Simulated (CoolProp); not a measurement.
Vapour-liquid equilibrium of o-xylene (1) + n-undecane (2) at 0.492 MPa; x and y are mole fractions of (1).

Model: multi-fluid Helmholtz-energy mixture model, Zhou 2012 and Aleksandrov 2011; pair parameters Bell 2016, in CoolProp.

```json
[
 {"x": "0.05", "bubble temperature (°C)": "269.4", "y at the bubble point": "0.093", "dew temperature at overall composition x (°C)": "271.0", "liquid density (mol/L)": "3.427"},
 {"x": "0.2", "bubble temperature (°C)": "259.0", "y at the bubble point": "0.343", "dew temperature at overall composition x (°C)": "265.2", "liquid density (mol/L)": "3.771"},
 {"x": "0.35", "bubble temperature (°C)": "249.2", "y at the bubble point": "0.544", "dew temperature at overall composition x (°C)": "258.7", "liquid density (mol/L)": "4.155"},
 {"x": "0.5", "bubble temperature (°C)": "240.1", "y at the bubble point": "0.700", "dew temperature at overall composition x (°C)": "251.5", "liquid density (mol/L)": "4.585"},
 {"x": "0.65", "bubble temperature (°C)": "231.9", "y at the bubble point": "0.819", "dew temperature at overall composition x (°C)": "243.2", "liquid density (mol/L)": "5.074"},
 {"x": "0.8", "bubble temperature (°C)": "224.6", "y at the bubble point": "0.910", "dew temperature at overall composition x (°C)": "233.4", "liquid density (mol/L)": "5.634"},
 {"x": "0.95", "bubble temperature (°C)": "218.0", "y at the bubble point": "0.980", "dew temperature at overall composition x (°C)": "221.0", "liquid density (mol/L)": "6.288"}
]
```

No azeotrope shows between x = 0.05 and 0.95.

The pair parameters rest on a limited set of measurements; away from them the model extrapolates.
